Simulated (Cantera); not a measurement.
NO annealing gas

An isothermal, constant-pressure homogeneous reactor starts with NO : N2 = 1 : 1.3 (molar parts), at 1975 K and 120000 Pa.

Model: GRI-Mech 3.0 (53 species, 325 reactions), integrated in Cantera.

```
t (s)       x NO       x O    x N2O     x NO2      x O2
--------  ------  --------  -------  --------  --------
2.00e-6    0.435   4.16e-7  4.37e-7   2.34e-8  2.97e-10
1.18e-5    0.435   1.97e-6  2.56e-6   6.64e-7   9.02e-9
7.00e-5    0.435   6.23e-6  1.41e-5   1.02e-5   2.32e-7
0.000414   0.435   2.60e-5  5.73e-5   7.96e-5   1.32e-5
0.00245    0.433   4.68e-5  8.89e-5  0.000158  0.000449
0.0145     0.427   5.43e-5  8.63e-5  0.000183   0.00341
0.0857     0.393   8.48e-5  7.21e-5  0.000272    0.0203
0.507      0.247  0.000159  2.75e-5  0.000329    0.0937
3.00      0.0399  0.000225  1.09e-6   7.61e-5     0.197
```
x: mole fraction; the columns are a selection and need not sum to one.

Equilibrium at this temperature and pressure: NO 0.00719, O 0.000234, N2O 4.41e-7, NO2 1.43e-5, O2 0.214 (gas phase only).
